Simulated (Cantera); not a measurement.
Cantera run:

```python
import numpy as np
import cantera as ct

gas_names = [...]  # 113 gases of nasa_gas.yaml made of C, H, O, Ti
cond_names = """
    C(gr) C6H6(L) C7H8(L) C8H18(L),n-octa H2O(s) H2O(L) Ti(a) Ti(b) Ti(L) TiC(s) TiC(L) TiO(a) TiO(b)
    TiO(L) TiO2(ru) TiO2(L) Ti2O3(a) Ti2O3(b) Ti2O3(L) Ti3O5(a) Ti3O5(b) Ti3O5(L) Ti4O7(s) Ti4O7(L)
""".split()


# ... load() reads the species with a 1 bar reference pressure and builds the phases ...
atoms = {
    'Ti': {'Ti': 1},
    'O2': {'O': 2},
    'C3H8': {'C': 3, 'H': 8},
}
top_T = {'C(gr)': 4500}  # K; cautious upper limits of use, not melting points


# ... equilibrate(T, P, feed) seeds the gas with the atoms and calls Mixture.equilibrate('TP', solver="vcs", rtol=1e-11, max_steps=5000) ...
results = []
T = 1848  # K
P = 17  # Pa
for m in [0.068, 0.099, 0.13, 0.16, 0.19, 0.22, 0.26, 0.29]:
    feed = {'Ti': 1, 'O2': 2.6, 'C3H8': m}  # mol
    mix = equilibrate(T, P, feed)
    results.append((T, P, feed, dict(zip(mix.species_names, mix.species_moles))))

top = {s: max(r[3][s] / sum(r[3][g] for g in gas_names) for r in results) for s in gas_names}
cols = sorted((s for s in top if top[s] > 0.0001), key=lambda s: -top[s])[:6]
seen = [c for c in cond_names if any(r[3].get(c, 0) > 1e-12 for r in results)]
print("log10 of partial pressures in bar; condensed amounts in mol")
print(f"{'n(C3H8)':>10s}" + "".join(f"{s[:9]:>10s}" for s in cols + seen))
for T, P, feed, n in results:
    ng = sum(n[g] for g in gas_names)
    print(f"{feed['C3H8']:10.4g}" + "".join(f"{np.log10(max(n[s] / ng * P / 1e5, 1e-99)):10.3f}" for s in cols)
          + "".join(f"{n.get(c, 0):10.4g}" for c in seen))
```

Output:

```
log10 of partial pressures in bar; condensed amounts in mol
   n(C3H8)        O2       H2O       CO2        CO        OH         O  TiO2(ru)
     0.068    -3.918    -4.604    -4.718    -6.235    -5.651    -5.682    0.9999
     0.099    -3.991    -4.453    -4.572    -6.053    -5.594    -5.718    0.9999
      0.13    -4.071    -4.348    -4.470    -5.911    -5.561    -5.758    0.9999
      0.16    -4.159    -4.271    -4.396    -5.793    -5.545    -5.802    0.9999
      0.19    -4.261    -4.210    -4.338    -5.684    -5.539    -5.853    0.9999
      0.22    -4.383    -4.160    -4.291    -5.576    -5.545    -5.914    0.9999
      0.26    -4.601    -4.106    -4.243    -5.418    -5.572    -6.023    0.9999
      0.29    -4.848    -4.074    -4.219    -5.271    -5.618    -6.147    0.9999
```

These are equilibrium values from Cantera (NASA tables, ideal gas, pure condensed phases), not measurements of a reactor.
